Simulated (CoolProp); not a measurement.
Sulfur hexafluoride along the isotherm 122.45 °C: Z from the reference equation and from simpler models built on Tc = 45.6 °C, pc = 3755 kPa, ω = 0.210; each cubic takes its own stable root.

The numbers come from the reference Helmholtz-energy equation of state, Guder 2009 in CoolProp.

```
p (kPa)          phase  reference
-------  -------------  ---------
1170               gas     0.9497
2350               gas     0.8974
3520               gas     0.8444
4690     supercritical     0.7911
5870     supercritical     0.7393
7040     supercritical     0.6931
8210     supercritical     0.6566
9390     supercritical     0.6334
10600    supercritical     0.6244
11700    supercritical     0.6268
12900    supercritical     0.6379
14100    supercritical     0.6548
15300    supercritical     0.6757
16400    supercritical     0.6971
17600    supercritical     0.7221
18800    supercritical     0.7484
```

Q: How far does each simpler model (van der Waals, Redlich-Kwong) lie from the reference over these 16 states: mean and median of the absolute difference, and the worst?

A: 
- van der Waals: mean 7.2 %, median 7.4 %, worst +13.4 % at 122.45 °C and 18800 kPa
- Redlich-Kwong: mean 2.3 %, median 1.7 %, worst -5.4 % at 122.45 °C and 7040 kPa
